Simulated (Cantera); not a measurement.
Input: 1 mol C2F6, 1.5 mol H2, at 8.80 mbar.

Cantera equilibrium calculation (NASA polynomials, part measured and part estimated; ideal gas, pure solids and liquids). Candidate condensed phases: C, C6H6, C7H8, C8H18; 95 gas species. The feed counts by its element totals alone. Gases not in the tables: C2F6 and larger saturated fluorocarbons. Kinetics and transport are ignored. All values below are at 1127 °C.

Base state: HF 0.800, CF4 0.200, CF2 4.11e-5 (mole fractions); condensed: C(graphite).

### Question
What changes in the equilibrium state with this change: 0.87 mol HCl added?

### Answer
```csv
species,before,after
HF,0.800,0.718
CF4,0.200,0.128
HCl,0,0.0792
Cl,0,0.0481
Cl2,0,0.0252
CClF3,0,0.00152
CCl2F2,0,1.59e-5
CF2,4.11e-5,3.29e-5
"C(graphite), mol",1.25,1.37
```

### Question
What changes in the equilibrium state with this change: H2 from 1.5 to 1.1 mol?

### Answer
```
species            before    after
----------------  -------  -------
HF                  0.800    0.698
CF4                 0.200    0.302
CF2               4.11e-5  5.04e-5
CF3               8.35e-6  1.14e-5
C(graphite), mol     1.25     1.05
```
